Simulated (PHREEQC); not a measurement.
Dissolve 0.0023 mol/kgw HBr, 0.0021 mol/kgw MgCl2 and 0.00048 mol/kgw MnSO4 at 25 °C. Closed to the air; pH follows from the charge balance.

Computed with PHREEQC (Pitzer model, pitzer.dat).

No solid was allowed to form.

Question: What pH, specific conductance does the model give?

Answer: pH 2.69; specific conductance 1490 µS/cm.

Question: In which forms is S present?

Answer: SO4-2 89 %, HSO4- 11 % of the S.
